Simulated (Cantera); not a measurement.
Input (Python, Cantera) and output of one run.

```python
import numpy as np
import cantera as ct

gas_names = [...]  # 87 gases of nasa_gas.yaml made of C, H, Si
cond_names = """
    C(gr) C6H6(L) C7H8(L) C8H18(L),n-octa Si(cr) Si(L) SiC(b)
""".split()


# ... load() reads the species with a 1 bar reference pressure and builds the phases ...
atoms = {
    'SiH4': {'Si': 1, 'H': 4},
    'H2': {'H': 2},
    'C2H2': {'C': 2, 'H': 2},
}
top_T = {'C(gr)': 4500, 'SiC(b)': 3050}  # K; cautious upper limits of use, not melting points


# ... equilibrate(T, P, feed) seeds the gas with the atoms and calls Mixture.equilibrate('TP', solver="vcs", rtol=1e-11, max_steps=5000) ...
results = []
feed = {'SiH4': 1, 'H2': 120, 'C2H2': 0.063}  # mol
P = 1333.22  # Pa
for T in [2123, 2173, 2223, 2273, 2323, 2373, 2423, 2473, 2523]:
    mix = equilibrate(T, P, feed)
    results.append((T, P, feed, dict(zip(mix.species_names, mix.species_moles))))
    x = sorted(zip(gas.X, gas.species_names), reverse=True)
    print(f"T = {T:g} K  P = {P:g} Pa  gas = {mix.phase_moles(0):.4g} mol")
    print("   x: " + "  ".join(f"{s} {v:.3e}" for v, s in x if v > 0.0001))
    print("   condensed (mol): " + ("  ".join(f"{mix.phase(i).name} {mix.phase_moles(i):.4g}"
          for i in range(1, mix.n_phases) if mix.phase_moles(i) > 1e-12) or "none"))
```

It prints:

```
T = 2123 K  P = 1333.22 Pa  gas = 124.8 mol
   x: H2 9.624e-01  H 3.048e-02  Si 6.269e-03  SiH 3.670e-04  Si2C 2.796e-04
   condensed (mol): SiC(b) 0.07605
T = 2173 K  P = 1333.22 Pa  gas = 125.5 mol
   x: H2 9.516e-01  H 4.077e-02  Si 6.601e-03  Si2C 3.526e-04  SiH 3.470e-04  C2H2,acetylene 2.115e-04
   condensed (mol): SiC(b) 0.01382
T = 2223 K  P = 1333.22 Pa  gas = 126.4 mol
   x: H2 9.383e-01  H 5.374e-02  Si 6.896e-03  SiH 3.266e-04  C2H2,acetylene 2.936e-04  Si2C 2.497e-04
   condensed (mol): none
T = 2273 K  P = 1333.22 Pa  gas = 127.5 mol
   x: H2 9.221e-01  H 6.986e-02  Si 7.061e-03  C2H2,acetylene 3.292e-04  SiH 3.019e-04  Si2C 1.569e-04
   condensed (mol): none
T = 2323 K  P = 1333.22 Pa  gas = 128.8 mol
   x: H2 9.024e-01  H 8.959e-02  Si 7.145e-03  C2H2,acetylene 3.516e-04  SiH 2.764e-04
   condensed (mol): none
T = 2373 K  P = 1333.22 Pa  gas = 130.4 mol
   x: H2 8.787e-01  H 1.134e-01  Si 7.165e-03  C2H2,acetylene 3.640e-04  SiH 2.510e-04
   condensed (mol): none
T = 2423 K  P = 1333.22 Pa  gas = 132.4 mol
   x: H2 8.505e-01  H 1.416e-01  Si 7.134e-03  C2H2,acetylene 3.691e-04  SiH 2.265e-04
   condensed (mol): none
T = 2473 K  P = 1333.22 Pa  gas = 134.8 mol
   x: H2 8.176e-01  H 1.746e-01  Si 7.063e-03  C2H2,acetylene 3.685e-04  SiH 2.031e-04
   condensed (mol): none
T = 2523 K  P = 1333.22 Pa  gas = 137.7 mol
   x: H2 7.798e-01  H 2.126e-01  Si 6.958e-03  C2H2,acetylene 3.634e-04  SiH 1.811e-04
   condensed (mol): none
```

These are equilibrium values from Cantera (NASA tables, ideal gas, pure condensed phases), not measurements of a reactor. Gases not in the tables: Si2H6 and higher silanes.
